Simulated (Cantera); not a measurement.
Feed: 1 mol SiO₂, 1.2 mol MgCl₂, 0.22 mol O₂, equilibrated at 727 °C and 42.0 mbar.

These are equilibrium values from Cantera (NASA tables, ideal gas, pure condensed phases), not measurements of a reactor. Candidate condensed phases: Mg, MgCl₂, MgO, MgSiO₃, Mg₂SiO₄, Si, SiO₂; 20 gas species. Condensed phases not in the tables: alloys, solid solutions and most ternary compounds. Rates play no part.

Base state: Cl₂ 0.994, MgCl₂ 0.00453, Cl 0.00189, SiCl₄ 4.71e-5 (mole fractions); condensed: MgCl₂(l) + MgSiO₃(s) + SiO₂(β-quartz).

Question: What changes in the equilibrium state with this change: temperature from 727 °C to 1525 °C?

Answer: 
```
species                before     after
--------------------  -------  --------
MgCl₂                 0.00453     0.553
Cl                    0.00189     0.365
Cl₂                     0.994    0.0570
O₂                    8.10e-7    0.0254
SiCl₄                 4.71e-5   2.22e-6
O                       <1e-9   9.28e-5
ClO                   2.17e-8  0.000212
MgCl₂(l), mol           0.758         0
MgSiO₃(s), mol          0.440     0.363
SiO₂(β-quartz), mol     0.560         0
SiO₂(condensed), mol        0     0.637
```
Mutual solubility and eutectic melting of coexisting phases are not modelled. The tables hold silica as quartz up to 1696 K and as liquid above; real silica turns to tridymite and cristobalite and melts near 1996 K.
